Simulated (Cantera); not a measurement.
An adiabatic, constant-pressure homogeneous reactor starts with CH4 : C2H6 : O2 : N2 : CO2 = 1 : 0.053 : 1.82 : 17.1 : 2.4 (molar parts), equivalence ratio 1.2, at 1775 K and 5.00 bar. Integrator tolerance rtol = 1e-08.

Detailed kinetics in Cantera: GRI-Mech 3.0 (53 species, 325 reactions).

```
quantity                                                              before                                    after
---------------------------------  -----------------------------------------  ---------------------------------------
time of steepest temperature rise                                    43.0 µs                                  22.7 µs
temperature at 0.400 s                                                2447 K                                   2734 K
equilibrium temperature                                               2447 K                                   2734 K
x(CH4) at 0.400 s                      <1e-12 (gas-phase equilibrium <1e-12)    <1e-12 (gas-phase equilibrium <1e-12)
x(C2H6) at 0.400 s                     <1e-12 (gas-phase equilibrium <1e-12)    <1e-12 (gas-phase equilibrium <1e-12)
x(O2) at 0.400 s                     0.00185 (gas-phase equilibrium 0.00185)    0.0133 (gas-phase equilibrium 0.0133)
x(CH3) at 0.400 s                      <1e-12 (gas-phase equilibrium <1e-12)    <1e-12 (gas-phase equilibrium <1e-12)
x(HCN) at 0.400 s                  9.74e-10 (gas-phase equilibrium 9.74e-10)  4.47e-9 (gas-phase equilibrium 4.47e-9)
```

**Question.** Which change was made?
A) initial temperature 1775 to 1050 K
B) N2 17.1 to 5.9 parts
C) constant volume in place of constant pressure
D) pressure from 5.00 bar to 19.0 bar

**Answer.** B, N2 17.1 to 5.9 parts
